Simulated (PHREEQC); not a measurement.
0.054 g of hydrous ferric oxide (600 m²/g; 0.2 weak and 0.005 strong sites per Fe, Dzombak-Morel constants, diffuse double layer) in 1 kg of water with 0.01 mol/kgw of an inert sodium salt and 0.00057 mmol/kgw MgCl2, 0.001 mmol/kgw PbCl2 and 0.35 mmol/kgw Ag2SO4, at 25 °C; the pH is set by adding NaOH or the inert anion's acid. O2 is buffered at 0.21 atm. No CO2 enters from the air. No solid was allowed to form.

Model: ion-association model, wateq4f.dat, run in PHREEQC.

Problem. Predict Mg sorbed (%) at pH = 5, 8.33, 9, 11.

Solution. 
```csv
pH,Mg sorbed (%)
5,0.0
8.33,24.4
9,68.4
11,83.3
```

Along this series the solution becomes supersaturated in solids that the run did not let form, among them Pb(OH)2, Cerargyrite, Ag2O. The oxide is taken as insoluble; below pH 4 it would dissolve.
